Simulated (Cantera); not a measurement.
An isothermal, constant-pressure homogeneous reactor starts with C₂H₆ : N₂ = 1 : 12 (molar parts), at 1350 K and 0.0133 bar. Integrator tolerance rtol = 1e-08.

Model: GRI-Mech 3.0 (53 species, 325 reactions), integrated in Cantera. GRI-Mech 3.0 stops at C3 and has no aromatics, soot or wall deposition, so with more carbon than oxygen in the feed, carbon stays in small species such as C2H2 where larger ones or solid carbon would form. Radical loss at walls, strong at low pressure, is not modelled.

### Question
What does this change do: temperature 1350 to 1950 K?

### Answer
```csv
quantity,before,after
x(C₂H₆) at 60.0 s,1.40e-6 (gas-phase equilibrium 4.67e-9),<1e-12 (gas-phase equilibrium <1e-12)
x(C₂H₄) at 60.0 s,0.000144 (gas-phase equilibrium 8.59e-5),1.04e-6 (gas-phase equilibrium 3.54e-7)
x(CH₄) at 60.0 s,0.0221 (gas-phase equilibrium 0.000594),9.65e-7 (gas-phase equilibrium 1.98e-6)
x(H₂) at 60.0 s,0.103 (gas-phase equilibrium 0.132),0.131 (gas-phase equilibrium 0.131)
x(C₂H₂) at 60.0 s,0.0569 (gas-phase equilibrium 0.0326),0.0664 (gas-phase equilibrium 0.0227)
```
